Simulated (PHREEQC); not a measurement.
Make-up at 5 °C: 0.17 mol NH4HF2, 0.00027 mol (NH4)2SiF6, 0.0016 mol H3BO3 and 0.056 mol HCl per kg of water. Closed to the air; pH follows from the charge balance.

The numbers come from PHREEQC with the ion-association model, wateq4f.dat.

Each row changes one thing in this solution. Precipitation was switched off in this run.

```json
[
 {"case": "as made", "pH": "2.83", "ionic strength (mol/kgw)": "0.173", "HF (mol/kgw)": "0.0950", "F- (mol/kgw)": "0.0873", "H2F2 (mol/kgw)": "0.0487", "HF2- (mol/kgw)": "0.0269", "SI of Quartz (SiO2)": "-12.28"},
 {"case": "(NH4)2SiF6 from 0.00027 to 0.0027 mol/kgw", "pH": "2.83", "ionic strength (mol/kgw)": "0.180", "HF (mol/kgw)": "0.0950", "F- (mol/kgw)": "0.0873", "H2F2 (mol/kgw)": "0.0487", "HF2- (mol/kgw)": "0.0269", "SI of Quartz (SiO2)": "-11.29"},
 {"case": "diluted 5-fold with water", "pH": "2.81", "ionic strength (mol/kgw)": "[?]", "HF (mol/kgw)": "[?]", "F- (mol/kgw)": "0.0221", "H2F2 (mol/kgw)": "0.00488", "HF2- (mol/kgw)": "0.00213", "SI of Quartz (SiO2)": "-9.68"},
 {"case": "diluted 10-fold with water", "pH": "2.83", "ionic strength (mol/kgw)": "[?]", "HF (mol/kgw)": "0.0169", "F- (mol/kgw)": "0.0123", "H2F2 (mol/kgw)": "0.00148", "HF2- (mol/kgw)": "0.000647", "SI of Quartz (SiO2)": "[?]"},
 {"case": "HCl from 0.056 to 0.0616 mol/kgw", "pH": "2.80", "ionic strength (mol/kgw)": "0.173", "HF (mol/kgw)": "0.0971", "F- (mol/kgw)": "0.0827", "H2F2 (mol/kgw)": "0.0509", "HF2- (mol/kgw)": "0.0260", "SI of Quartz (SiO2)": "-12.27"},
 {"case": "H3BO3 left out", "pH": "2.83", "ionic strength (mol/kgw)": "0.173", "HF (mol/kgw)": "0.0964", "F- (mol/kgw)": "0.0882", "H2F2 (mol/kgw)": "0.0501", "HF2- (mol/kgw)": "0.0276", "SI of Quartz (SiO2)": "-12.32"}
]
```

Question: Fill in the missing entries.

Answer: 
- diluted 5-fold with water, ionic strength (mol/kgw): 0.0360
- diluted 5-fold with water, HF (mol/kgw): 0.0306
- diluted 10-fold with water, ionic strength (mol/kgw): 0.0187
- diluted 10-fold with water, SI of Quartz (SiO2): -8.40

wateq4f.dat counts part of the HF as a dimer, H2F2, which phreeqc.dat doesn't know; its constant is uncertain. Constants without temperature data keep their 25 °C values here. SiF6-2 is the database's only silicon fluoride. Real BF4- forms and hydrolyses slowly; the run takes it at equilibrium.
